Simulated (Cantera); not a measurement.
A perfectly stirred reactor is fed with 0.211 % CO, 8.69 % O₂, 3.34 % H₂O, 87.8 % N₂, equivalence ratio 0.012, at 3.65 atm; it is held at 1175 K, and followed from long to short residence time.

Cantera simulation using GRI-Mech 3.0 (53 species, 325 reactions); the numbers are that mechanism's predictions, not measurements.

Predict: x(CO) at τ = 4.60 s; x(O₂) at τ = 4.60 s; x(H₂O) at τ = 4.60 s; x(O) at τ = 4.60 s; x(H₂) at τ = 4.60 s; x(CO) at τ = 25.0 ms; x(O₂) at τ = 25.0 ms; x(H₂O) at τ = 25.0 ms; x(O) at τ = 25.0 ms; x(H₂) at τ = 25.0 ms.


```json
{
  "x(CO) at τ = 4.60 s": "4.24e-5",
  "x(O₂) at τ = 4.60 s": "0.0859",
  "x(H₂O) at τ = 4.60 s": "0.0334",
  "x(O) at τ = 4.60 s": "1.66e-8",
  "x(H₂) at τ = 4.60 s": "9.82e-8",
  "x(CO) at τ = 25.0 ms": "0.00113",
  "x(O₂) at τ = 25.0 ms": "0.0864",
  "x(H₂O) at τ = 25.0 ms": "0.0334",
  "x(O) at τ = 25.0 ms": "7.72e-7",
  "x(H₂) at τ = 25.0 ms": "2.47e-6"
}
```
